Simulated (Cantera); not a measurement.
A closed system holds: 1 mol CHF₃, 0.82 mol H₂, equilibrated at 100000 Pa.

These are equilibrium values from Cantera (NASA tables, ideal gas, pure condensed phases), not measurements of a reactor. Candidate condensed phases: C, C₆H₆, C₇H₈, C₈H₁₈; 110 gas species. Ions and electrons are included (thermal ionisation). Gases not in the tables: C₂F₆ and larger saturated fluorocarbons. Rates play no part.

### Question
What share of the C ends up in condensed phases as a function of T (°C), at 2227, 2727, 3227, 3727, 4227, 4727?

### Answer
```
T (°C)  C condensed (%)           as
------  ---------------  -----------
2227               87.5  C(graphite)
2727               89.8  C(graphite)
3227               50.4  C(graphite)
3727                0.0            -
4227                0.0            -
4727                0.0            -
```
